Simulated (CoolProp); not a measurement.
The fluid at 298.15 K and 0.136 MPa expands adiabatically to 0.00973 MPa with isentropic efficiency 0.85. The same conditions are run with several fluids, on thermodynamics alone (safety and materials aside).

Values from CoolProp's reference Helmholtz-energy equation of state of each fluid (R134a: Tillner-Roth 1994; dry air: Lemmon 2000; sulfur dioxide: Gao 2016; R152A: Outcalt 1996). Blends and air are pseudo-pure fits.

Task: Rank R134a, dry air, sulfur dioxide, R152A by work (kJ/kg), highest first.

Result: dry air (135), R152A (69.5), sulfur dioxide (68.7), R134a (46.8)

| fluid | final temperature (K) | final phase | final density (kg/m³) |
|---|---|---|---|
| R134a | 235.1 | gas | 0.510 |
| dry air | 163.7 | gas | 0.207 |
| sulfur dioxide | 220.6 | two-phase, vapour fraction 0.941 | 0.363 |
| R152A | 220.0 | gas | 0.354 |
